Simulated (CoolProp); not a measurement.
Properties of R115 along the isobar 10.5 bar.

Values from CoolProp's reference Helmholtz-energy equation of state, Lemmon 2016.

```json
[
 {"T (°C)": "-45.15", "phase": "liquid", "cp (kJ/(kg K))": "0.9217", "cv (kJ/(kg K))": "0.6217", "speed of sound (m/s)": "644.4", "isothermal compressibility (1/MPa)": "0.002273"},
 {"T (°C)": "-35.55", "phase": "liquid", "cp (kJ/(kg K))": "0.9381", "cv (kJ/(kg K))": "0.6342", "speed of sound (m/s)": "603.6", "isothermal compressibility (1/MPa)": "0.002641"},
 {"T (°C)": "-25.95", "phase": "liquid", "cp (kJ/(kg K))": "0.9564", "cv (kJ/(kg K))": "0.6469", "speed of sound (m/s)": "563.5", "isothermal compressibility (1/MPa)": "0.003097"},
 {"T (°C)": "-16.35", "phase": "liquid", "cp (kJ/(kg K))": "0.9766", "cv (kJ/(kg K))": "0.6598", "speed of sound (m/s)": "523.9", "isothermal compressibility (1/MPa)": "0.003674"},
 {"T (°C)": "-6.75", "phase": "liquid", "cp (kJ/(kg K))": "0.9994", "cv (kJ/(kg K))": "0.6731", "speed of sound (m/s)": "484.4", "isothermal compressibility (1/MPa)": "0.004423"},
 {"T (°C)": "2.85", "phase": "liquid", "cp (kJ/(kg K))": "1.025", "cv (kJ/(kg K))": "0.6865", "speed of sound (m/s)": "444.8", "isothermal compressibility (1/MPa)": "0.005426"},
 {"T (°C)": "12.45", "phase": "liquid", "cp (kJ/(kg K))": "1.056", "cv (kJ/(kg K))": "0.7004", "speed of sound (m/s)": "404.7", "isothermal compressibility (1/MPa)": "0.006825"},
 {"T (°C)": "22.05", "phase": "liquid", "cp (kJ/(kg K))": "1.094", "cv (kJ/(kg K))": "0.7147", "speed of sound (m/s)": "363.5", "isothermal compressibility (1/MPa)": "0.008892"},
 {"T (°C)": "41.25", "phase": "gas", "cp (kJ/(kg K))": "0.8642", "cv (kJ/(kg K))": "0.7200", "speed of sound (m/s)": "111.6", "isothermal compressibility (1/MPa)": "1.250"},
 {"T (°C)": "50.85", "phase": "gas", "cp (kJ/(kg K))": "0.8486", "cv (kJ/(kg K))": "0.7235", "speed of sound (m/s)": "116.3", "isothermal compressibility (1/MPa)": "1.194"},
 {"T (°C)": "60.45", "phase": "gas", "cp (kJ/(kg K))": "0.8420", "cv (kJ/(kg K))": "0.7297", "speed of sound (m/s)": "120.4", "isothermal compressibility (1/MPa)": "1.154"},
 {"T (°C)": "70.05", "phase": "gas", "cp (kJ/(kg K))": "0.8405", "cv (kJ/(kg K))": "0.7373", "speed of sound (m/s)": "124.2", "isothermal compressibility (1/MPa)": "1.124"},
 {"T (°C)": "79.65", "phase": "gas", "cp (kJ/(kg K))": "0.8422", "cv (kJ/(kg K))": "0.7458", "speed of sound (m/s)": "127.6", "isothermal compressibility (1/MPa)": "1.101"},
 {"T (°C)": "89.25", "phase": "gas", "cp (kJ/(kg K))": "0.8458", "cv (kJ/(kg K))": "0.7547", "speed of sound (m/s)": "130.9", "isothermal compressibility (1/MPa)": "1.082"}
]
```
